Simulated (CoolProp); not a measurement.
Vapour-liquid equilibrium of propylene (1) + n-hexane (2) at 0.136 MPa; x and y are mole fractions of (1).

Values from CoolProp's multi-fluid Helmholtz-energy mixture model, Lemmon 2013 and Thol 2019; pair parameters Bell 2016.

```json
[
 {"x": "0.05", "bubble temperature (°C)": "40.0", "y at the bubble point": "0.727", "dew temperature at overall composition x (°C)": "?", "liquid density (mol/L)": "7.595"},
 {"x": "0.2", "bubble temperature (°C)": "-0.9", "y at the bubble point": "0.962", "dew temperature at overall composition x (°C)": "70.9", "liquid density (mol/L)": "8.618"},
 {"x": "0.35", "bubble temperature (°C)": "-14.2", "y at the bubble point": "0.984", "dew temperature at overall composition x (°C)": "64.3", "liquid density (mol/L)": "9.451"},
 {"x": "0.5", "bubble temperature (°C)": "-22.7", "y at the bubble point": "0.992", "dew temperature at overall composition x (°C)": "56.4", "liquid density (mol/L)": "10.35"},
 {"x": "0.65", "bubble temperature (°C)": "?", "y at the bubble point": "?", "dew temperature at overall composition x (°C)": "46.5", "liquid density (mol/L)": "11.36"},
 {"x": "0.8", "bubble temperature (°C)": "-35.1", "y at the bubble point": "0.999", "dew temperature at overall composition x (°C)": "32.3", "liquid density (mol/L)": "12.51"},
 {"x": "0.95", "bubble temperature (°C)": "-39.6", "y at the bubble point": "1.000", "dew temperature at overall composition x (°C)": "3.6", "liquid density (mol/L)": "13.83"}
]
```

### Question
Fill in the missing entries.

### Answer

- 0.05, dew temperature at overall composition x (°C): 76.6
- 0.65, bubble temperature (°C): -29.4
- 0.65, y at the bubble point: 0.996

No azeotrope shows between x = 0.05 and 0.95.

The pair parameters rest on a limited set of measurements; away from them the model extrapolates. The gap from Raoult's law changes sign with composition, which may be real or a fault of the pair parameters; it wasn't checked against measurements.
